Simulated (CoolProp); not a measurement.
Saturation properties of R1233zd(E).

Computed with CoolProp (reference Helmholtz-energy equation of state, Akasaka 2022).

| T (K) | p (MPa) | liquid density (kg/m³) | vapour density (kg/m³) |
|---|---|---|---|
| 236.5 | 0.007193 | 1401 | 0.4801 |
| 249.5 | 0.01529 | 1374 | 0.9717 |
| 262.5 | 0.02974 | 1345 | 1.809 |
| 275.6 | 0.05395 | 1316 | 3.155 |
| 288.6 | 0.09150 | 1286 | 5.175 |
| 301.7 | 0.1477 | 1254 | 8.124 |
| 314.7 | 0.2270 | 1222 | 12.22 |
| 327.8 | 0.3366 | 1188 | 17.86 |
| 340.8 | 0.4814 | 1152 | 25.36 |
| 353.9 | 0.6707 | 1113 | 35.38 |

It boils at 291.3 K under 1 atm.
